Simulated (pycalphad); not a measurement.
Computed with pycalphad from the COST 507 light-alloy database (1999), at 1 atm. The database dates from 1999; later assessments differ in places, in temperatures and in the compounds included. Amounts are mole fractions of atoms.

**Question.** Give the equilibrium state of Al-32.27Si (wt.%) at 650 K.

**Answer.** 
```
T = 650.00 K, P = 101325 Pa, N = 1 mol of atoms
G = -20261 J/mol, H = 9010 J/mol, S = 45.03 J/(mol K)  (SER reference)
chemical potentials (J/mol): Al -22386, Si -15618
phase             fraction      x(Al)      x(Si)
FCC_A1              0.6873     0.9981     0.0019
DIAMOND_A4          0.3127   6.54e-09     1.0000
```

**Question.** Give the equilibrium state of Al-32.27Si (wt.%) at 900 K.

**Answer.** 
```
T = 900.00 K, P = 101325 Pa, N = 1 mol of atoms
G = -33461 J/mol, H = 28466 J/mol, S = 68.81 J/(mol K)  (SER reference)
chemical potentials (J/mol): Al -36975, Si -25785
phase             fraction      x(Al)      x(Si)
LIQUID              0.8089     0.8481     0.1519
DIAMOND_A4          0.1911    1.9e-06     1.0000
```

FCC_A1 is fcc; DIAMOND_A4 is diamond (Si).
